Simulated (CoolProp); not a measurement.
Vapour-liquid equilibrium of R1234yf (1) + R1234ze(E) (2) at 0.249 MPa; x and y are mole fractions of (1).

Model: multi-fluid Helmholtz-energy mixture model, Lemmon 2022 and Thol 2016; pair parameters Bell 2022, in CoolProp.

| x | bubble temperature, mixture model (K) | bubble temperature, Raoult's law (K) | y, mixture model | y, Raoult's law |
|---|---|---|---|---|
| 0.05 | 276.3 | 276.4 | 0.072 | 0.071 |
| 0.125 | 275.3 | 275.5 | 0.172 | 0.171 |
| 0.2 | 274.3 | 274.6 | 0.265 | 0.266 |
| 0.275 | 273.4 | 273.7 | 0.352 | 0.356 |
| 0.35 | 272.6 | 272.9 | 0.433 | 0.440 |
| 0.425 | 271.8 | 272.1 | 0.511 | 0.520 |
| 0.5 | 271.0 | 271.3 | 0.584 | 0.595 |
| 0.575 | 270.3 | 270.5 | 0.654 | 0.665 |
| 0.65 | 269.5 | 269.7 | 0.722 | 0.732 |
| 0.725 | 268.8 | 269.0 | 0.786 | 0.796 |
| 0.8 | 268.1 | 268.2 | 0.848 | 0.856 |
| 0.875 | 267.4 | 267.5 | 0.907 | 0.912 |
| 0.95 | 266.8 | 266.8 | 0.964 | 0.966 |

The largest gap from Raoult's law is -0.3 K in bubble temperature, at x = 0.35. No azeotrope shows between x = 0.05 and 0.95.

Pair parameters are fitted to limited data, so mixtures are less certain than the pure fluids.
